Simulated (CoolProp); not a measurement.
Vapour pressure (MPa) of methane: the reference equation beside estimates from Tc = -82.6 °C, pc = 4.599 MPa, ω = 0.011. Clausius-Clapeyron is anchored at -122.95 °C with a constant enthalpy of vaporisation of 6.607 kJ/mol.

Computed with CoolProp (reference Helmholtz-energy equation of state, Setzmann 1991).

| T (°C) | reference | Lee-Kesler | Clausius-Clapeyron | van der Waals | Soave-Redlich-Kwong |
|---|---|---|---|---|---|
| -145.85 | 0.3113 | 0.3104 | 0.4051 | 0.7231 | 0.3093 |
| -141.25 | 0.4110 | 0.4108 | 0.5037 | 0.8702 | 0.4103 |
| -136.65 | 0.5325 | 0.5330 | 0.6170 | 1.036 | 0.5338 |
| -132.15 | 0.6750 | 0.6762 | 0.7430 | 1.216 | 0.6788 |
| -127.55 | 0.8473 | 0.8491 | 0.8879 | 1.420 | 0.8545 |
| -122.95 | 1.049 | 1.052 | 1.049 | 1.645 | 1.061 |
| -118.45 | 1.279 | 1.281 | 1.224 | 1.886 | 1.295 |
| -113.85 | 1.548 | 1.549 | 1.420 | 2.154 | 1.569 |
| -109.25 | 1.855 | 1.856 | 1.633 | 2.444 | 1.883 |
| -104.65 | 2.205 | 2.205 | 1.864 | 2.758 | 2.237 |
| -100.15 | 2.590 | 2.590 | 2.108 | 3.088 | 2.627 |
| -95.55 | 3.033 | 3.032 | 2.374 | 3.448 | 3.072 |
| -90.95 | 3.530 | 3.530 | 2.658 | 3.834 | 3.566 |
| -86.45 | 4.075 | 4.077 | 2.952 | 4.235 | 4.099 |

Absolute difference from the reference over all 14 rows, mean and median: Lee-Kesler 0.1 and 0.1 %, Clausius-Clapeyron 15.4 and 15.7 %, van der Waals 52.3 and 43.3 %, Soave-Redlich-Kwong 1.0 and 1.1 %.
